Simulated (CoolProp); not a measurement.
Properties of carbon monoxide along the isobar 709 kPa (Tc = 132.9 K, pc = 3498 kPa, ω = 0.050).

Computed with CoolProp (reference Helmholtz-energy equation of state, Lemmon 2006). It is a short technical equation, of lower accuracy than the large ones.

```tsv
T (K)	phase	density (kg/m³)	isothermal compressibility (1/MPa)	fugacity coefficient
113.1	gas	?	?	?
146.8	gas	?	?	?
180.4	gas	13.60	?	?
214.1	gas	11.32	1.430	0.9858
247.8	gas	9.712	1.421	0.9923
281.5	gas	8.516	1.415	0.9962
315.1	gas	7.590	1.412	0.9986
348.8	gas	6.846	1.410	1.000
```

Task: Some entries are withheld; supply them.

Result: 
- 113.1, density (kg/m³): 23.98
- 113.1, isothermal compressibility (1/MPa): 1.627
- 113.1, fugacity coefficient: 0.8931
- 146.8, density (kg/m³): 17.16
- 146.8, isothermal compressibility (1/MPa): 1.490
- 146.8, fugacity coefficient: 0.9503
- 180.4, isothermal compressibility (1/MPa): 1.449
- 180.4, fugacity coefficient: 0.9740
